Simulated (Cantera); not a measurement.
An adiabatic, constant-volume homogeneous reactor starts with 17.3 % CO, 9.16 % H₂, 15.5 % O₂, 58.1 % N₂, at 1500 K and 1.00 bar.

Cantera simulation using GRI-Mech 3.0 (53 species, 325 reactions); the numbers are that mechanism's predictions, not measurements.

x: mole fraction; the columns are a selection and need not sum to one.

```csv
t (s),T (K),P (bar),x CO,x H₂,x O₂,x H₂O₂,x O,x HO₂,x N₂O
2.00e-6,1500,1.000,0.173,0.0916,0.155,7.43e-10,1.83e-7,1.77e-7,<1e-12
4.69e-6,1500,1.00,0.173,0.0916,0.155,[?],1.68e-6,5.04e-7,2.32e-12
1.10e-5,1501,1.00,0.173,0.0906,0.154,[?],0.000201,1.57e-5,2.60e-10
2.57e-5,1827,1.20,0.127,0.0110,0.0802,[?],0.0360,2.17e-5,1.63e-7
6.02e-5,2385,1.51,0.0950,0.0116,0.0628,[?],0.0279,8.88e-6,2.54e-7
0.000141,2787,1.72,0.0811,0.00824,0.0569,[?],0.0156,9.92e-6,6.90e-7
0.000331,2874,1.77,0.0761,0.00742,0.0531,3.36e-7,0.0127,1.21e-5,9.79e-7
0.000775,2868,1.76,0.0759,0.00745,0.0502,3.26e-7,0.0120,1.14e-5,1.05e-6
0.00181,2863,1.76,0.0759,0.00748,0.0483,3.19e-7,0.0115,1.10e-5,1.12e-6
0.00425,2862,1.76,0.0759,0.00748,0.0481,3.18e-7,0.0115,1.10e-5,1.13e-6
0.00996,2862,1.76,0.0759,0.00748,0.0481,3.18e-7,0.0115,1.10e-5,1.13e-6
0.0233,2862,1.76,0.0759,0.00748,0.0481,3.18e-7,0.0115,1.10e-5,1.13e-6
0.0547,2862,1.76,0.0759,0.00748,0.0481,3.18e-7,0.0115,1.10e-5,1.13e-6
0.128,2862,1.76,0.0759,0.00748,0.0481,3.18e-7,0.0115,1.10e-5,1.13e-6
0.300,2862,1.76,0.0759,0.00748,0.0481,3.18e-7,0.0115,1.10e-5,1.13e-6
```

**Question.** What belongs in the gaps?

**Answer.** 
- 4.69e-6, x H₂O₂: 3.80e-9
- 1.10e-5, x H₂O₂: 1.02e-7
- 2.57e-5, x H₂O₂: 6.50e-7
- 6.02e-5, x H₂O₂: 1.78e-7
- 0.000141, x H₂O₂: 2.38e-7
